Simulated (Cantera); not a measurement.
Thermodynamics of roasting and sulfation, feed Fe2O3 + SO2 + N2

Feed: 1 mol Fe2O3, 0.66 mol SO2, 8 mol N2, held at 1552 °C and 0.190 bar.

Equilibrium computed with Cantera from the NASA thermochemical tables; the gas is ideal and each condensed phase is pure. Candidate condensed phases: Fe, FeO, FeS, FeSO4, FeS2, Fe2O3, Fe2(SO4)3, Fe3O4, S; 19 gas species. Rates play no part.

```
Property                              Value
--------------------------------  ---------
x(N2)                                 0.906
x(SO2)                               0.0747
x(O2)                                0.0181
x(NO)                               0.00142
x(O)                                4.75e-5
x(SO3)                              4.23e-5
x(SO)                               3.32e-5
n(Fe3O4(s))                       0.667 mol
gas amount                        8.827 mol
log10 activity of Fe(l) (absent)      -3.54
log10 activity of S(l) (absent)       -7.40
```
